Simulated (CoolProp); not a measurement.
Vapour-liquid equilibrium of n-hexane (1) + toluene (2) at 291 K; x and y are mole fractions of (1).

Model: multi-fluid Helmholtz-energy mixture model, Thol 2019 and Lemmon 2006; pair parameters Bell 2016, in CoolProp.

```
x      bubble pressure (kPa)  y at the bubble point  dew pressure at overall composition x (kPa)  liquid density (mol/L)
-----  ---------------------  ---------------------  -------------------------------------------  ----------------------
0.05                   3.674                  0.326                                        2.720                   9.328
0.125                  5.058                  0.545                                        2.927                   9.178
0.2                    6.230                  0.657                                        3.167                   9.032
0.275                  7.247                  0.727                                        3.449                   8.890
0.35                   8.151                  0.776                                        3.786                   8.750
0.425                  8.975                  0.814                                        4.194                   8.614
0.5                    9.745                  0.845                                        4.696                   8.482
0.575                  10.48                  0.873                                        5.329                   8.352
0.65                   11.20                  0.897                                        6.143                   8.225
0.725                  11.92                  0.920                                        7.217                   8.102
0.8                    12.64                  0.942                                        8.655                   7.981
0.875                  13.37                  0.964                                        10.55                   7.863
0.95                   14.13                  0.985                                        12.90                   7.748
```

No azeotrope shows between x = 0.05 and 0.95.

Pair parameters are fitted to limited data, so mixtures are less certain than the pure fluids.
